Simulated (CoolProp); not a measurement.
A Linde-Hampson liquefier for carbon monoxide: isothermal reversible compression at 300 K from 1 atm to 15 MPa, throttling to 1 atm, return gas leaving the recuperator 5 K below the feed. Each further row changes one setting.

Computed with CoolProp (reference Helmholtz-energy equation of state, Lemmon 2006). It is a short technical equation, of lower accuracy than the large ones.

```
case                        liquid yield per pass  compression work (kJ/kg of gas)
--------------------------  ---------------------  -------------------------------
as stated                                   0.059                              444
high pressure 30 MPa                        0.091                              509
warm-end temperature 330 K                  0.041                              491
warm-end gap 10 K                           0.048                              444
```
